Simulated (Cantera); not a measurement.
Equilibrium for iron carbonyl, mercury and lead vapours: Pb + CO + N₂

A closed system holds: 1 mol Pb, 0.58 mol CO, 0.15 mol N₂, equilibrated at 5200 Pa.

Cantera equilibrium calculation (NASA polynomials, part measured and part estimated; ideal gas, pure solids and liquids). Candidate condensed phases: C, Pb, PbO, PbO₂, Pb₃O₄; 27 gas species. Equilibrium is a limit: real reactors are often held back by kinetics, nucleation or transport.

```csv
T (°C),x CO,x Pb,x N₂,x CO₂,x Pb₂,x PbO,n C(graphite),n Pb(l)
600,0.566,1.22e-5,0.244,0.189,4.32e-12,<1e-12,0.116,1.000
700,0.758,0.000168,0.212,0.0300,3.50e-10,7.61e-12,0.0213,1.000
800,0.788,0.00141,0.206,0.00455,1.22e-8,5.64e-11,0.00331,0.999
900,0.787,0.00811,0.204,0.000898,2.28e-7,2.86e-10,0.000661,0.994
1000,0.766,0.0353,0.198,0.000219,2.65e-6,1.10e-9,0.000166,0.973
1100,0.696,0.123,0.180,5.73e-5,2.13e-5,3.20e-9,0,0.897
1200,0.507,0.362,0.131,1.13e-5,0.000127,6.37e-9,0,0.585
1300,0.335,0.578,0.0867,2.10e-6,0.000236,6.35e-9,0,0
1400,0.335,0.578,0.0867,9.94e-7,0.000177,6.04e-9,0,0
```
x: gas mole fraction; n: condensed amount in mol.

From 600 °C to 1000 °C the condensed part is C(graphite) + Pb(l). From 1100 °C to 1200 °C the condensed part is Pb(l). From 1300 °C to 1400 °C nothing is condensed. The main Pb-bearing gas is Pb throughout.
